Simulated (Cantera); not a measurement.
Cantera run:

```python
import numpy as np
import cantera as ct

gas_names = """
    C CO CO2 C2 C2O C3 C3O2 C4 C5 Cu CuO Cu2 O O2 O3
""".split()
cond_names = """
    C(gr) Cu(cr) Cu(L) CuO(s) Cu2O(s) Cu2O(L)
""".split()


# ... load() reads the species with a 1 bar reference pressure and builds the phases ...
atoms = {
    'CuO': {'Cu': 1, 'O': 1},
    'CO': {'C': 1, 'O': 1},
}
top_T = {'C(gr)': 4500, 'CuO(s)': 1390}  # K; cautious upper limits of use, not melting points


# ... equilibrate(T, P, feed) seeds the gas with the atoms and calls Mixture.equilibrate('TP', solver="vcs", rtol=1e-11, max_steps=5000) ...
results = []
T = 1250  # K
P = 890  # Pa
for m in [0.75, 1.1, 1.5, 2.1, 2.9, 4, 5.6, 7.9, 11, 15]:
    feed = {'CuO': 1, 'CO': m}  # mol
    mix = equilibrate(T, P, feed)
    results.append((T, P, feed, dict(zip(mix.species_names, mix.species_moles))))

top = {s: max(r[3][s] / sum(r[3][g] for g in gas_names) for r in results) for s in gas_names}
cols = sorted((s for s in top if top[s] > 1e-05), key=lambda s: -top[s])[:5]
seen = [c for c in cond_names if any(r[3].get(c, 0) > 1e-12 for r in results)]
print("log10 of partial pressures in bar; condensed amounts in mol")
print(f"{'n(CO)':>10s}" + "".join(f"{s[:9]:>10s}" for s in cols + seen))
for T, P, feed, n in results:
    ng = sum(n[g] for g in gas_names)
    print(f"{feed['CO']:10.4g}" + "".join(f"{np.log10(max(n[s] / ng * P / 1e5, 1e-99)):10.3f}" for s in cols)
          + "".join(f"{n.get(c, 0):10.4g}" for c in seen))
```

Result:

```
log10 of partial pressures in bar; condensed amounts in mol
     n(CO)       CO2        CO        O2    Cu(cr)   Cu2O(s)
      0.75    -2.051    -6.073    -6.492       0.5      0.25
       1.1    -2.092    -3.092   -12.536         1         0
       1.5    -2.227    -2.528   -13.933         1         0
       2.1    -2.373    -2.331   -14.618         1         0
       2.9    -2.513    -2.234   -15.093         1         0
         4    -2.653    -2.176   -15.490         1         0
       5.6    -2.799    -2.136   -15.861         1         0
       7.9    -2.948    -2.109   -16.213         1         0
        11    -3.092    -2.092   -16.536    0.9999         0
        15    -3.227    -2.081   -16.828    0.9999         0
```

Method: chemical equilibrium by Gibbs-energy minimisation in Cantera with the NASA 1993 tables (ideal gas, pure condensed phases). Mutual solubility and eutectic melting of coexisting phases are not modelled.
